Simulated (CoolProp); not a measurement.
Vapour-liquid equilibrium of n-pentane (1) + toluene (2) at 0.791 MPa; x and y are mole fractions of (1).

The numbers come from the multi-fluid Helmholtz-energy mixture model, Thol 2019 and Lemmon 2006; pair parameters Bell 2016 in CoolProp.

```
x     bubble temperature (°C)  y at the bubble point  dew temperature at overall composition x (°C)  liquid density (mol/L)
----  -----------------------  ---------------------  ---------------------------------------------  ----------------------
0.05                    192.8                  0.181                                          200.3              (withheld)
0.15               (withheld)                  0.440                                     (withheld)                   7.476
0.25                    162.3                  0.604                                          188.6                   7.528
0.35                    151.9                  0.712                                          182.0                   7.542
0.45                    143.5                  0.787                                          174.9                   7.528
0.55                    136.5                  0.843                                          167.0                   7.493
0.65                    130.4                  0.888                                     (withheld)                   7.443
0.75                    125.1                  0.925                                          147.7              (withheld)
0.85                    120.2                  0.957                                          135.6                   7.312
0.95                    115.5                  0.986                                     (withheld)                   7.236
```

Problem. Some entries are withheld; supply them.

Solution. 
- 0.05, liquid density (mol/L): 7.372
- 0.15, bubble temperature (°C): 175.6
- 0.15, dew temperature at overall composition x (°C): 194.6
- 0.65, dew temperature at overall composition x (°C): 158.0
- 0.75, liquid density (mol/L): 7.382
- 0.95, dew temperature at overall composition x (°C): 121.2

No azeotrope shows between x = 0.05 and 0.95.

Pair parameters are fitted to limited data, so mixtures are less certain than the pure fluids. The gap from Raoult's law changes sign with composition, which may be real or a fault of the pair parameters; it wasn't checked against measurements.
